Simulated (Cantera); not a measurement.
# Thermodynamics of halide evaporation, hydrolysis and transport, feed MgCl2 + H2

Charge: 1 mol MgCl2, a varied amount of H2, held at 1600 K and 29.0 mbar.

Equilibrium computed with Cantera from the NASA thermochemical tables; the gas is ideal and each condensed phase is pure. Candidate condensed phases: Mg, MgCl2; 10 gas species. The tables' values for MgH are old estimates; treat these amounts as uncertain. Equilibrium is a limit: real reactors are often held back by kinetics, nucleation or transport.

| n(H2) (mol) | x H2 | x MgCl2 | x HCl | x Mg | x MgCl | x H | x MgH |
|---|---|---|---|---|---|---|---|
| 0.56 | 0.342 | 0.619 | 0.0251 | 0.0117 | 0.00175 | 0.000187 | 1.33e-5 |
| 1 | 0.481 | 0.480 | 0.0257 | 0.0121 | 0.00157 | 0.000221 | 1.63e-5 |
| 1.8 | 0.622 | 0.340 | 0.0249 | 0.0118 | 0.00130 | 0.000252 | 1.81e-5 |
| 3.3 | 0.747 | 0.218 | 0.0228 | 0.0109 | 0.00100 | 0.000276 | 1.83e-5 |
| 6 | 0.838 | 0.131 | 0.0199 | 0.00958 | 0.000731 | 0.000292 | 1.71e-5 |
| 11 | 0.900 | 0.0740 | 0.0168 | 0.00815 | 0.000506 | 0.000303 | 1.51e-5 |
| 20 | 0.939 | 0.0402 | 0.0139 | 0.00677 | 0.000340 | 0.000309 | 1.28e-5 |
| 36 | 0.962 | 0.0211 | 0.0113 | 0.00552 | 0.000223 | 0.000313 | 1.05e-5 |
| 65 | 0.976 | 0.0105 | 0.00898 | 0.00441 | 0.000141 | 0.000315 | 8.49e-6 |
| 120 | 0.985 | 0.00474 | 0.00690 | 0.00340 | 8.28e-5 | 0.000317 | 6.58e-6 |
| 210 | 0.990 | 0.00208 | 0.00524 | 0.00259 | 4.79e-5 | 0.000318 | 5.03e-6 |
x: gas mole fraction; nothing condenses.

From 0.56 mol H2 to 210 mol H2 nothing is condensed. The main Mg-bearing gas is MgCl2 at 0.56 mol H2 and Mg at 210 mol H2.
